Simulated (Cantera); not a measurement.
Gas mixture: CH₃OH = 0.25 (molar parts), at 0.987 atm, frozen composition.

Cantera's kinetic-theory transport with the Lennard-Jones parameters of GRI-Mech 3.0, ideal gas; thermal conductivity in the mixture-averaged form. Polar gases are described roughly by these parameters. The composition is frozen, though it would react at the higher temperatures.

One state of this run: ρ (kg/m³) = 0.385; cp (J/kg/K) = 2798; μ (µPa s) = 31.3; λ (mW/m/K) = 117; Pr = 0.751; D (cm²/s) H₂ = 5.16; D (cm²/s) C₂H₂ = 1.12; D (cm²/s) CH₃ = 1.51. D: mixture-averaged diffusion coefficient of that species in the mixture.

Q: Which value of T (K) does it belong to?
(A) 1000
(B) 900
(C) 1100
(D) 600

A: A, 1000
